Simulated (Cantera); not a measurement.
## Ignition delay

Mixture: 1.58 % CH₄, 0.174 % C₂H₆, 2.22 % C₃H₈, 18.9 % O₂, 77.2 % N₂, equivalence ratio 0.79, at 750 Torr, adiabatic and at constant pressure. Ignition delay is the time to a rise of 400 K.

Computed with Cantera and GRI-Mech 3.0 (53 species, 325 reactions). GRI-Mech 3.0 was tuned for natural gas; its chemistry of propane as a main component is partial and can be far from experiment.

```csv
T0 (K),delay (ms)
1000,387
1050,136
1100,46.5
1150,16.2
1200,5.97
1250,2.37
1300,1.03
1350,0.489
1400,0.255
1450,0.145
```

| Quantity | Result |
|---|---|
| apparent activation energy between 1350 and 1450 K | 200 kJ/mol |
